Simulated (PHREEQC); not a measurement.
Solution A (110 mmol/kgw ZnCl2 and 6.6 mmol/kgw FeSO4) is mixed with solution B (0.024 mol/kgw HF and 0.014 mol/kgw KF) at 87 °C; shares are by mass of water, 1 kg in all. The system is closed to oxygen. No CO2 enters from the air. Precipitation was switched off in this run.

All values are PHREEQC results (ion-association model, wateq4f.dat), not measurements.

Problem. Predict HF (mol/kgw) at share of solution B = 0.2, 0.9.

Solution. 
```json
[
 {"share of solution B": "0.2", "HF (mol/kgw)": "0.00399"},
 {"share of solution B": "0.9", "HF (mol/kgw)": "0.0199"}
]
```

At this temperature some constants are extrapolated from 25 °C, and those without enthalpy data are left unchanged. Fluoro complexes past AlF4- and FeF3 are missing from the database.
